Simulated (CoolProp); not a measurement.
Vapour-liquid equilibrium of CH2F2 (R32) (1) + R123 (2) at 247.8 K; x and y are mole fractions of (1).

Computed with CoolProp (multi-fluid Helmholtz-energy mixture model, Tillner-Roth 1997 and Younglove 1994; pair parameters Bell 2016).

### Question
Give the bubble pressure and the first vapour's composition at x = 0.35, 0.55, 0.85. Is there an azeotrope?

### Answer
x = 0.35: 1.595 bar, y = 0.958; x = 0.55: 2.146 bar, y = 0.974; x = 0.85: 2.855 bar, y = 0.990. No azeotrope shows between x = 0.05 and 0.95.

The pair parameters rest on a limited set of measurements; away from them the model extrapolates.
